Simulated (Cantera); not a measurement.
Feed: 1 mol Si, 2.2 mol HBr, 0.88 mol H₂, at 748.15 K and 7.50 Torr.

Method: chemical equilibrium by Gibbs-energy minimisation in Cantera with the NASA 1993 tables (ideal gas, pure condensed phases). Candidate condensed phases: Br₂, Si; 19 gas species. The tables' values for SiBr₃ are old estimates; treat these amounts as uncertain. The numbers say what is thermodynamically allowed, not how fast it happens.

Base state: H₂ 0.777, SiBr₄ 0.211, SiHBr₃ 0.00704, HBr 0.00553, SiH₂Br₂ 0.000109, SiBr₃ 3.37e-5, SiBr₂ 1.77e-5 (mole fractions); condensed: Si(s).

Question: What changes in the equilibrium state with this change: temperature from 748.15 K to 1548 K?

Answer: 
```tsv
species	before	after
H₂	0.777	0.531
SiBr₂	1.77e-5	0.236
HBr	0.00553	0.221
SiBr₄	0.211	0.000609
Br	<1e-9	0.00788
H	<1e-9	0.000224
Si(s), mol	0.449	0.260
```
The tables' values for SiBr₃, SiBr are old estimates; treat these amounts as uncertain.
